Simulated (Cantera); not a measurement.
Charge: 1 mol SiCl4, 0.38 mol C3H8, 360 mol H2, 0.76 mol C2H2, held at 233 Torr.

Method: chemical equilibrium by Gibbs-energy minimisation in Cantera with the NASA 1993 tables (ideal gas, pure condensed phases). Candidate condensed phases: C, C6H6, C7H8, C8H18, Si, SiC; 109 gas species. Rates play no part.

log p: log10 of the partial pressure in bar; n: condensed amount in mol.

| T (K) | log p H2 | log p HCl | log p H | log p CH4 | log p C2H2 (acetylene) | n C(graphite) | n SiC(s) |
|---|---|---|---|---|---|---|---|
| 1400 | -0.51 | -2.47 | -5.57 | -3.39 | -6.11 | 1.18 | 0.999 |
| 1450 | -0.51 | -2.47 | -5.28 | -3.51 | -5.83 | 1.29 | 0.999 |
| 1500 | -0.51 | -2.47 | -5.01 | -3.62 | -5.56 | 1.37 | 0.999 |
| 1550 | -0.51 | -2.47 | -4.76 | -3.72 | -5.31 | 1.42 | 0.999 |
| 1600 | -0.51 | -2.47 | -4.52 | -3.81 | -5.07 | 1.46 | 0.998 |
| 1650 | -0.51 | -2.47 | [?] | [?] | [?] | 1.48 | 0.998 |
| 1700 | -0.51 | -2.47 | -4.09 | -3.99 | -4.65 | 1.49 | 0.998 |
| 1750 | -0.51 | -2.47 | -3.89 | -4.07 | -4.45 | 1.48 | 0.997 |
| 1800 | -0.51 | -2.47 | -3.70 | -4.14 | -4.27 | 1.45 | 0.996 |
| 1850 | -0.51 | -2.47 | [?] | [?] | [?] | 1.40 | 0.995 |
| 1900 | -0.51 | -2.47 | -3.36 | -4.28 | -3.93 | 1.33 | 0.994 |
| 1950 | -0.51 | -2.47 | -3.20 | -4.34 | -3.78 | 1.22 | 0.991 |

Q: Fill in the missing entries.

A: 
- 1850, log p H: -3.53
- 1850, log p CH4: -4.21
- 1850, log p C2H2 (acetylene): -4.10
- 1650, log p H: -4.30
- 1650, log p CH4: -3.90
- 1650, log p C2H2 (acetylene): -4.85
